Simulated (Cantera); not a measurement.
## Stirred combustor or abatement burner

A perfectly stirred reactor is fed with 9.38 % CH4, 17.1 % O2, 64.2 % N2, 9.38 % H2O, equivalence ratio 1.1, at 27000 Pa; it is adiabatic with a 473 K inlet, and is followed from long to short residence time, starting on the burning branch (τ in s: 0.062, 0.03, 0.015, 0.0072, 0.0035, 0.0017, 0.00084, 0.00041, 0.0002, 9.7e-05).

Model: GRI-Mech 3.0 (53 species, 325 reactions), integrated in Cantera.

| τ (s) | T (K) | x CH4 | x O2 | x H2O | x C2H2 | x HO2 | x CH2 |
|---|---|---|---|---|---|---|---|
| 0.062 | 2060 | 1.23e-5 | 0.00406 | 0.251 | 7.65e-9 | 4.84e-7 | 5.14e-7 |
| 0.030 | 2027 | 2.00e-5 | 0.00545 | 0.248 | 1.34e-8 | 6.79e-7 | 7.73e-7 |
| 0.015 | 1989 | 3.28e-5 | 0.00702 | 0.245 | 2.44e-8 | 9.27e-7 | 1.13e-6 |
| 0.0072 | 1945 | 5.79e-5 | 0.00887 | 0.240 | 5.03e-8 | 1.27e-6 | 1.68e-6 |
| 0.0035 | 1899 | 0.000106 | 0.0108 | 0.236 | 1.16e-7 | 1.72e-6 | 2.54e-6 |
| 0.0017 | 1853 | 0.000205 | 0.0131 | 0.233 | 3.13e-7 | 2.36e-6 | 4.03e-6 |
| 0.00084 | 1808 | 0.000422 | 0.0159 | 0.230 | 9.85e-7 | 3.45e-6 | 6.81e-6 |
| 0.00041 | 1754 | 0.00102 | 0.0210 | 0.228 | 4.24e-6 | 6.39e-6 | 1.31e-5 |
| 0.00020 | 473 | 0.0938 | 0.171 | 0.0938 | <1e-12 | <1e-12 | <1e-12 |
| 9.7e-5 | 473 | 0.0938 | 0.171 | 0.0938 | <1e-12 | <1e-12 | <1e-12 |
x: mole fraction; the columns are a selection and need not sum to one.
